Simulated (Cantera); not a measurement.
A Cantera script and what it prints.

```python
import numpy as np
import cantera as ct

gas_names = [...]  # 45 gases of nasa_gas.yaml made of Cu, F, H, N, O
cond_names = """
    Cu(cr) Cu(L) CuF2(s) CuF2(L) CuO(s) CuO2H2(s) Cu2O(s) Cu2O(L) H2O(s) H2O(L)
""".split()


# ... load() reads the species with a 1 bar reference pressure and builds the phases ...
atoms = {
    'CuO': {'Cu': 1, 'O': 1},
    'HF': {'H': 1, 'F': 1},
    'N2': {'N': 2},
}
top_T = {'CuO(s)': 1390}  # K; cautious upper limits of use, not melting points


# ... equilibrate(T, P, feed) seeds the gas with the atoms and calls Mixture.equilibrate('TP', solver="vcs", rtol=1e-11, max_steps=5000) ...
results = []
feed = {'CuO': 1, 'HF': 30, 'N2': 96}  # mol
P = 8100  # Pa
for T in [825, 900, 975, 1050, 1125, 1200, 1275, 1350, 1425, 1500, 1575, 1650, 1725, 1800]:
    mix = equilibrate(T, P, feed)
    results.append((T, P, feed, dict(zip(mix.species_names, mix.species_moles))))

top = {s: max(r[3][s] / sum(r[3][g] for g in gas_names) for r in results) for s in gas_names}
cols = sorted((s for s in top if top[s] > 1e-05), key=lambda s: -top[s])[:6]
seen = [c for c in cond_names if any(r[3].get(c, 0) > 1e-12 for r in results)]
print("log10 of partial pressures in bar; condensed amounts in mol")
print(f"{'T/K':>10s}" + "".join(f"{s[:9]:>10s}" for s in cols + seen))
for T, P, feed, n in results:
    ng = sum(n[g] for g in gas_names)
    print(f"{T:10.4g}" + "".join(f"{np.log10(max(n[s] / ng * P / 1e5, 1e-99)):10.3f}" for s in cols)
          + "".join(f"{n.get(c, 0):10.4g}" for c in seen))
```

Result:

```
log10 of partial pressures in bar; condensed amounts in mol
       T/K        N2        HF       CuF       H2O        O2        Cu   CuF2(s)    CuO(s)   Cu2O(s)
       825    -1.210    -1.715    -8.471    -4.801    -6.867   -16.220   0.02458    0.9745 0.0004214
       900    -1.210    -1.715    -7.121    -5.198    -5.443   -14.366  0.009184    0.9677   0.01117
       975    -1.210    -1.715    -6.066    -5.372    -4.247   -12.799         0    0.6411    0.1758
      1050    -1.210    -1.716    -5.392    -5.066    -3.800   -11.314         0         0    0.4917
      1125    -1.211    -1.716    -4.814    -4.797    -3.802    -9.933         0         0    0.4816
      1200    -1.211    -1.717    -4.341    -4.501    -3.803    -8.728         0         0    0.4576
      1275    -1.211    -1.719    -3.951    -4.193    -3.804    -7.667         0         0    0.4063
      1350    -1.211    -1.722    -3.620    -3.896    -3.806    -6.726         0         0    0.3072
      1425    -1.212    -1.728    -3.334    -3.623    -3.808    -5.886         0         0    0.1316
      1500    -1.212    -1.732    -3.201    -3.496    -3.810    -5.316         0         0         0
      1575    -1.212    -1.732    -3.204    -3.501    -3.811    -4.987         0         0         0
      1650    -1.212    -1.732    -3.210    -3.510    -3.811    -4.694         0         0         0
      1725    -1.212    -1.731    -3.221    -3.524    -3.809    -4.436         0         0         0
      1800    -1.213    -1.731    -3.240    -3.545    -3.804    -4.212         0         0         0
```

Method: chemical equilibrium by Gibbs-energy minimisation in Cantera with the NASA 1993 tables (ideal gas, pure condensed phases).
